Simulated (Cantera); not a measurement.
Equilibrium for carbothermic reduction: Fe₃O₄ + C + N₂

Input: 1 mol Fe₃O₄, 7.3 mol C, 0.61 mol N₂, at 35000 Pa.

Cantera equilibrium calculation (NASA polynomials, part measured and part estimated; ideal gas, pure solids and liquids). Candidate condensed phases: C, Fe, Fe(CO)₅, FeO, Fe₂O₃, Fe₃O₄; 27 gas species. Iron dissolves carbon and melts from about 1420 K in contact with it, which pure phases cannot show. Condensed phases not in the tables: cementite and carbon dissolved in iron. Rates play no part.

From 1200 °C to 1350 °C the condensed part is C(graphite) + Fe(γ). From 1400 °C to 1500 °C the condensed part is C(graphite) + Fe(δ). From 1550 °C to 1650 °C the condensed part is C(graphite) + Fe(l). The main Fe-bearing gas is Fe throughout.

```
T (°C)   x CO   x N₂      x Fe     x CO₂      x CN  n C(graphite)  n Fe(γ)  n Fe(δ)  n Fe(l)
------  -----  -----  --------  --------  --------  -------------  -------  -------  -------
1200    0.867  0.132   2.39e-7  0.000223  2.95e-11           3.30     3.00        0        0
1250    0.868  0.132   6.93e-7  0.000143  9.50e-11           3.30     3.00        0        0
1300    0.868  0.132   1.88e-6   9.47e-5  2.84e-10           3.30     3.00        0        0
1350    0.868  0.132   4.78e-6   6.43e-5  7.95e-10           3.30     3.00        0        0
1400    0.868  0.132   1.15e-5   4.48e-5   2.09e-9           3.30        0     3.00        0
1450    0.868  0.132   2.61e-5   3.19e-5   5.18e-9           3.30        0     3.00        0
1500    0.868  0.132   5.65e-5   2.32e-5   1.22e-8           3.30        0     3.00        0
1550    0.868  0.132  0.000116   1.72e-5   2.74e-8           3.30        0        0     3.00
1600    0.867  0.132  0.000226   1.29e-5   5.90e-8           3.30        0        0     3.00
1650    0.867  0.132  0.000423   9.88e-6   1.22e-7           3.30        0        0     3.00
```
x: gas mole fraction; n: condensed amount in mol.
